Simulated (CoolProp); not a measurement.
Vapour-liquid equilibrium of hydrogen sulfide (1) + toluene (2) at 72.25 °C; x and y are mole fractions of (1).

Values from CoolProp's multi-fluid Helmholtz-energy mixture model, Lemmon 2006 and Lemmon 2006; pair parameters Bell 2016.

**Question.** Give the bubble pressure and the first vapour's composition at x = 0.2, 0.35, 0.8. Is there an azeotrope?

**Answer.** x = 0.2: 856.2 kPa, y = 0.965; x = 0.35: 1446 kPa, y = 0.980; x = 0.8: 3912 kPa, y = 0.995. No azeotrope shows between x = 0.05 and 0.95.

Pair parameters are fitted to limited data, so mixtures are less certain than the pure fluids.
